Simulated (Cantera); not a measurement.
Predominance diagram of Ca at 1900 K against the partial pressures of O2 and F2 (log10, bar). Source: NASA polynomial tables (part measured, part estimated), evaluated in Cantera. Candidates: Ca(l), CaF2(l), CaO(s). Only these pure phases compete in this equilibrium. Not in the tables: oxide halides.

```
log p(F2) \ log p(O2)
        columns: -23, -21.5, -20, -18.5, -17, -15.5, -14, -12.5, -11, -9.5, -8, -6.5, -5, -3.5, -2, -0.5, 1
      0  A A A A A A A A A A A A A A A A A
   -1.9  B B B B B B B B B B B B B B B B B
   -3.8  B B B B B B B B B B B B B B B B B
   -5.7  B B B B B B B B B B B B B B B B B
   -7.6  B B B B B B B B B B B B B B B B B
   -9.5  B B B B B B B B B B B B B B B B B
  -11.5  B B B B B B B B B B B B B B B B B
  -13.4  B B B B B B B B B B B B B B B B C
  -15.3  B B B B B B B B B B B B B C C C C
  -17.2  B B B B B B B B B B B C C C C C C
  -19.1  B B B B B B B B C C C C C C C C C
    -21  B B B B B B C C C C C C C C C C C
```

A: out of reach (another gas would pass 10 bar, or a non-metal would condense); B: CaF2(l); C: CaO(s).
